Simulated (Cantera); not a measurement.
A perfectly stirred reactor is fed with CH4 : H2O = 1 : 0.39 (molar parts), at 21.0 bar; it is held at 1475 K, and followed from long to short residence time.

Detailed kinetics in Cantera: GRI-Mech 3.0 (53 species, 325 reactions). GRI-Mech 3.0 stops at C3 and has no aromatics, soot or wall deposition, so with more carbon than oxygen in the feed, carbon stays in small species such as C2H2 where larger ones or solid carbon would form. The pressure lies above the range GRI-Mech 3.0 was tuned for (to about 10 atm).

Predict: x(CH4) at τ = 0.480 s; x(H2O) at τ = 0.480 s; x(C2H4) at τ = 0.480 s; x(CO) at τ = 0.480 s; x(CH4) at τ = 29.0 ms; x(H2O) at τ = 29.0 ms; x(C2H4) at τ = 29.0 ms; x(CO) at τ = 29.0 ms.

x(CH4) at τ = 0.480 s: 0.458
x(H2O) at τ = 0.480 s: 0.232
x(C2H4) at τ = 0.480 s: 0.0487
x(CO) at τ = 0.480 s: 0.00822
x(CH4) at τ = 29.0 ms: 0.604
x(H2O) at τ = 29.0 ms: 0.265
x(C2H4) at τ = 29.0 ms: 0.0193
x(CO) at τ = 29.0 ms: 0.000364
